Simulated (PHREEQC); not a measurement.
**Nickel, zinc or cadmium bath: an equilibrium model**

Solution (45 °C): 0.034 mol ZnCl2 and 0.00043 mol NaCl per kg of water. Closed to the air; pH follows from the charge balance.

Equilibrium calculation in PHREEQC: ion-association model, wateq4f.dat.

No solid was allowed to form.

What pH, ionic strength does the model give?

pH 5.08; ionic strength 0.0928 mol/kgw.

In which forms is Cl present?

Cl- 93 %, ZnCl+ 6.6 %, ZnCl2 0.5 % of the Cl.

Species that the database lacks are ignored. Away from 25 °C the constants follow the database's enthalpies or fits; those with neither stay at their 25 °C values.
